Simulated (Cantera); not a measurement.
Input: 1 mol V, 0.31 mol N2O, 1.8 mol H2, held at 1 atm.

These are equilibrium values from Cantera (NASA tables, ideal gas, pure condensed phases), not measurements of a reactor. Candidate condensed phases: H2O, V, VN, VO, V2O3, V2O4, V2O5; 28 gas species. Mutual solubility and eutectic melting of coexisting phases are not modelled. VN, VO: taken at fixed stoichiometry. Condensed phases not in the tables: solid solutions among these carbides, nitrides and lower oxides, V2N, N, O or C dissolved in the metal. Kinetics and transport are ignored.

x: gas mole fraction; n: condensed amount in mol.

```tsv
T (K)	x H2	x N2	x H	x H2O	x V	n V(s)	n VN(s)	n VO(s)	n VO(l)
1925	0.998	0.000735	0.000949	0.000232	6.99e-7	0.0731	0.617	0.310	0
1950	0.998	0.00102	0.00114	0.000263	1.05e-6	0.0742	0.616	0.310	0
1975	0.997	0.00141	0.00136	0.000298	1.55e-6	0.0756	0.615	0.309	0
2000	0.996	0.00194	0.00161	0.000336	2.27e-6	0.0776	0.613	0.309	0
2025	0.995	0.00264	0.00191	0.000377	3.30e-6	0.0802	0.610	0.309	0
2050	0.994	0.00356	0.00225	0.000422	4.75e-6	0.0836	0.607	0.309	0
2075	0.992	0.00476	0.00264	0.000462	6.78e-6	0.0881	0.603	0	0.309
2100	0.990	[?]	[?]	0.000495	[?]	0.0939	0.597	0	0.309
2125	0.987	[?]	[?]	0.000530	[?]	0.101	0.590	0	0.309
2150	0.984	0.0110	0.00416	0.000565	1.87e-5	0.111	0.580	0	0.309
2175	0.980	0.0143	0.00480	0.000601	2.58e-5	0.123	0.568	0	0.309
```

**Question.** Fill in the missing entries.

**Answer.** 
- 2100, x N2: 0.00633
- 2100, x H: 0.00308
- 2100, x V: 9.58e-6
- 2125, x N2: 0.00836
- 2125, x H: 0.00358
- 2125, x V: 1.34e-5
